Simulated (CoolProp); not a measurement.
Vapour-liquid equilibrium of propane (1) + R134a (2) at 600 kPa; x and y are mole fractions of (1).

Model: multi-fluid Helmholtz-energy mixture model, Lemmon 2009 and Tillner-Roth 1994; pair parameters Bell 2016, in CoolProp.

Problem. Give the bubble temperature and the first vapour's composition at x = 0.2, 0.425, 0.5. Is there an azeotrope?

Solution. x = 0.2: 278.3 K, y = 0.470; x = 0.425: 274.4 K, y = 0.584; x = 0.5: 274.0 K, y = 0.604. y crosses x between x = 0.575 and 0.65: the model has an azeotrope there.

Pair parameters are fitted to limited data, so mixtures are less certain than the pure fluids. With so large a gap from Raoult's law the liquid may split in two, which this calculation doesn't test in full.
